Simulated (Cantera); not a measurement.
An adiabatic, constant-pressure homogeneous reactor starts with CH₃OH : O₂ : N₂ = 1 : 2.5 : 9.4 (molar parts), equivalence ratio 0.60, at 1625 K and 0.830 bar. Integrator tolerance rtol = 1e-08.

Computed with Cantera and GRI-Mech 3.0 (53 species, 325 reactions). GRI-Mech 3.0 was tuned for natural gas; its chemistry of methanol as a main component is partial and can be far from experiment.

**Question.** What does this change do: pressure from 0.830 bar to 0.690 bar?

**Answer.** 
```tsv
quantity	before	after
time of steepest temperature rise	0.121 ms	0.143 ms
temperature at 2.00 s	2581 K	2572 K
equilibrium temperature	2581 K	2572 K
x(CH₃OH) at 2.00 s	<1e-12 (gas-phase equilibrium <1e-12)	<1e-12 (gas-phase equilibrium <1e-12)
x(O₂) at 2.00 s	0.0689 (gas-phase equilibrium 0.0689)	0.0691 (gas-phase equilibrium 0.0691)
x(NO₂) at 2.00 s	6.02e-6 (gas-phase equilibrium 6.02e-6)	5.47e-6 (gas-phase equilibrium 5.47e-6)
x(H₂O₂) at 2.00 s	2.63e-7 (gas-phase equilibrium 2.63e-7)	2.35e-7 (gas-phase equilibrium 2.35e-7)
x(C₂H₆) at 2.00 s	<1e-12 (gas-phase equilibrium <1e-12)	<1e-12 (gas-phase equilibrium <1e-12)
x(CO₂) at 2.00 s	0.0593 (gas-phase equilibrium 0.0593)	0.0587 (gas-phase equilibrium 0.0587)
```

**Question.** What does this change do: pressure from 0.830 bar to 0.300 bar?

**Answer.** 
```csv
quantity,before,after
time of steepest temperature rise,0.121 ms,0.316 ms
temperature at 2.00 s,2581 K,2528 K
equilibrium temperature,2581 K,2528 K
x(CH₃OH) at 2.00 s,<1e-12 (gas-phase equilibrium <1e-12),<1e-12 (gas-phase equilibrium <1e-12)
x(O₂) at 2.00 s,0.0689 (gas-phase equilibrium 0.0689),0.0701 (gas-phase equilibrium 0.0701)
x(NO₂) at 2.00 s,6.02e-6 (gas-phase equilibrium 6.02e-6),3.54e-6 (gas-phase equilibrium 3.54e-6)
x(H₂O₂) at 2.00 s,2.63e-7 (gas-phase equilibrium 2.63e-7),1.39e-7 (gas-phase equilibrium 1.39e-7)
x(C₂H₆) at 2.00 s,<1e-12 (gas-phase equilibrium <1e-12),<1e-12 (gas-phase equilibrium <1e-12)
x(CO₂) at 2.00 s,0.0593 (gas-phase equilibrium 0.0593),0.0563 (gas-phase equilibrium 0.0563)
```
